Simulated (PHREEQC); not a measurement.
A made-up water analysis in mmol/kgw, 20 °C, pH 7.05:

| constituent | mmol/kgw |
|---|---|
| Na | 168 |
| K | 4.09 |
| Ca | 2.29 |
| Mg | 3.12 |
| Cl | 159 |
| S(6) | 6.55 |
| Alkalinity (meq/kgw) | 0.0182 |

Valence states are taken as typed.

Computed with PHREEQC (Pitzer model, pitzer.dat).

Precipitation was switched off in this run.

**Question.** Estimate the activity of water, charge-balance error.

**Answer.** activity of water 0.994; charge-balance error 3.0 %.

**Question.** In which forms is C present?

**Answer.** HCO3- 85 %, CO2 14 % of the C.

Complexes and solids missing from the database can't appear.
